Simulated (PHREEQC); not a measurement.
Make-up at 50 °C: 0.3 mol NH4HF2 and 3.2e-05 mol H2SiF6 per kg of water. Closed to the air; pH follows from the charge balance.

Computed with PHREEQC (ion-association model, wateq4f.dat).

Each row changes one thing in this solution. Precipitation was switched off in this run.

```tsv
case	pH	ionic strength (mol/kgw)	F- (mol/kgw)	HF (mol/kgw)	HF2- (mol/kgw)	H2F2 (mol/kgw)
as made	3.29	0.301	0.182	0.139	0.118	0.0211
H2SiF6 replaced by Pb(BF4)2 at the same molality	3.29	0.301	0.182	0.139	0.118	0.0211
H2SiF6 replaced by H4SiO4 at the same molality	3.29	0.301	0.183	0.139	0.118	0.0210
NH4HF2 from 0.3 to 0.03 mol/kgw	3.34	0.0306	0.0274	0.0252	0.00302	0.000650
diluted 100-fold with water	3.46	(withheld)	0.00333	0.00258	3.73e-5	6.78e-6
temperature from 50 to 10 °C	3.17	0.301	(withheld)	0.107	0.0831	0.0543
```

Fill in the missing entries.


- diluted 100-fold with water, ionic strength (mol/kgw): 0.00337
- temperature from 50 to 10 °C, F- (mol/kgw): 0.218

Species that the database lacks are ignored. wateq4f.dat counts part of the HF as a dimer, H2F2, which phreeqc.dat doesn't know; its constant is uncertain. Away from 25 °C the constants follow the database's enthalpies or fits; those with neither stay at their 25 °C values. Real BF4- forms and hydrolyses slowly; the run takes it at equilibrium.
